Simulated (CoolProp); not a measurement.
C3F8 (R218) at several states: Z from the reference equation and from simpler models built on Tc = 71.9 °C, pc = 2640 kPa, ω = 0.317; each cubic takes its own stable root.

Computed with CoolProp (reference Helmholtz-energy equation of state, Lemmon 2006). It is a short technical equation, of lower accuracy than the large ones.

```csv
T (°C),p (kPa),phase,reference
-29.35,146,liquid,0.008560
-19.65,64.3,gas,0.9754
119.35,6950,supercritical,0.4985
```

**Question.** How far does each simpler model (van der Waals, Redlich-Kwong, Peng-Robinson) lie from the reference over these 3 states: mean and median of the absolute difference, and the worst?

**Answer.** 
- van der Waals: mean 3715.3 %, median 10.3 %, worst +11134.8 % at -29.35 °C and 146 kPa
- Redlich-Kwong: mean 3659.5 %, median 1.0 %, worst +10977.1 % at -29.35 °C and 146 kPa
- Peng-Robinson: mean 3.4 %, median 3.5 %, worst -6.6 % at -29.35 °C and 146 kPa

At some of these states van der Waals, Redlich-Kwong gives the other phase, because its saturation line lies elsewhere.
